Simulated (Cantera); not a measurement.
A Cantera script and what it prints.

```python
import numpy as np
import cantera as ct

gas_names = """
    Si CO Si2C O SiO CO2
""".split()
cond_names = """
    Si(cr) Si(L)
""".split()


# ... load() reads the species with a 1 bar reference pressure and builds the phases ...
species = {s.name: s for s in load("nasa_gas.yaml", gas_names) + load("nasa_condensed.yaml", cond_names)}
# Each term lists the table entries of one substance; the one whose range holds T is used.
reactions = {
    '2 Si(g) + CO(g) = Si2C(g) + O(g)':
        [(-2, ['Si']), (-1, ['CO']), (1, ['Si2C']), (1, ['O'])],
    '2 SiO(g) + Si2C(g) = CO2(g) + 4 Si':
        [(-2, ['SiO']), (-1, ['Si2C']), (1, ['CO2']), (4, ['Si(cr)', 'Si(L)'])],
}


def pick(names, T):
    return next(species[n] for n in names if species[n].thermo.min_temp <= T <= species[n].thermo.max_temp)


results = []
for label, terms in reactions.items():
    print(label)
    print("     T/K   dH/kJ  dS/(J/K)   dG/kJ   log10 K")
    for T in [300, 898, 998, 1098, 1198, 1298, 1398, 1498, 1598, 1698, 1798]:
        used = [(nu, pick(names, T)) for nu, names in terms]
        dH = sum(nu * s.thermo.h(T) for nu, s in used) / 1e6
        dS = sum(nu * s.thermo.s(T) for nu, s in used) / 1e3
        dG = dH - T * dS / 1e3
        logK = -dG * 1e6 / (ct.gas_constant * T * np.log(10))
        results.append((label, T, dH, dS, dG, logK, [s.name for _, s in used]))
        print(f"{T:8g} {dH:8.1f} {dS:8.1f} {dG:8.1f} {logK:8.2f}")
```

Result:

```
2 Si(g) + CO(g) = Si2C(g) + O(g)
     T/K   dH/kJ  dS/(J/K)   dG/kJ   log10 K
     300     -4.7   -130.3     34.4    -5.98
     898     -3.5   -128.8    112.2    -6.53
     998     -3.0   -128.3    125.0    -6.54
    1098     -2.6   -127.9    137.9    -6.56
    1198     -2.2   -127.6    150.6    -6.57
    1298     -1.8   -127.3    163.4    -6.57
    1398     -1.4   -127.0    176.1    -6.58
    1498     -1.1   -126.7    188.8    -6.58
    1598     -0.8   -126.5    201.4    -6.58
    1698     -0.4   -126.3    214.1    -6.59
    1798     -0.1   -126.2    226.7    -6.59
2 SiO(g) + Si2C(g) = CO2(g) + 4 Si
     T/K   dH/kJ  dS/(J/K)   dG/kJ   log10 K
     300   -728.2   -376.4   -615.3   107.13
     898   -714.7   -353.3   -397.5    23.12
     998   -711.7   -350.1   -362.3    18.96
    1098   -708.6   -347.2   -327.4    15.58
    1198   -705.3   -344.3   -292.8    12.77
    1298   -701.8   -341.5   -258.6    10.40
    1398   -698.2   -338.8   -224.5     8.39
    1498   -694.5   -336.3   -190.8     6.65
    1598   -690.6   -333.8   -157.3     5.14
    1698   -485.8   -212.5   -125.0     3.84
    1798   -482.5   -210.6   -103.8     3.02
```

Source: NASA polynomial tables (part measured, part estimated), evaluated in Cantera. Condensed species are held in their standard states even where they would react or evaporate.
